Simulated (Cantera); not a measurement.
## Equilibrium for halide evaporation, hydrolysis and transport: CuF₂ + H₂O + N₂

A closed system holds: 1 mol CuF₂, a varied amount of H₂O, 33 mol N₂, equilibrated at 1023.15 K and 100 Torr.

Equilibrium computed with Cantera from the NASA thermochemical tables; the gas is ideal and each condensed phase is pure. Candidate condensed phases: Cu, CuF₂, CuO, Cu(OH)₂, Cu₂O, H₂O; 45 gas species. Mutual solubility and eutectic melting of coexisting phases are not modelled. Rates play no part.

At 0.18 mol H₂O the condensed part is CuF₂(s) + Cu₂O(s). From 0.29 mol H₂O to 0.8 mol H₂O the condensed part is CuF₂(s) + CuO(s) + Cu₂O(s). From 1.3 mol H₂O to 9.9 mol H₂O the condensed part is CuO(s) + Cu₂O(s). The main Cu-bearing gas is CuF₂ at 0.18 mol H₂O and CuF at 9.9 mol H₂O.

```tsv
n(H₂O) (mol)	log p N₂	log p H₂O	log p HF	log p O₂	log p CuF₂	n CuF₂(s)	n Cu₂O(s)	n CuO(s)
0.18	-0.88	-8.01	-2.84	-3.74	-4.62	0.813	0.0897	0
0.29	-0.88	-7.56	-2.64	-3.58	-4.62	0.703	0.134	0.0216
0.48	-0.89	-7.13	-2.42	-3.58	-4.62	0.513	0.135	0.209
0.8	-0.90	-6.71	-2.21	-3.58	-4.62	0.193	0.138	0.523
1.3	-0.91	-2.95	-2.12	-3.58	-8.21	0	0.141	0.717
2.2	-0.92	-2.36	-2.13	-3.58	-8.82	0	0.145	0.710
3.6	-0.93	-2.04	-2.15	-3.58	-9.17	0	0.151	0.699
6	-0.96	-1.78	-2.18	-3.58	-9.48	0	0.160	0.680
9.9	-1.00	-1.57	-2.22	-3.58	-9.77	0	0.176	0.649
```
log p: log10 of the partial pressure in bar; n: condensed amount in mol.
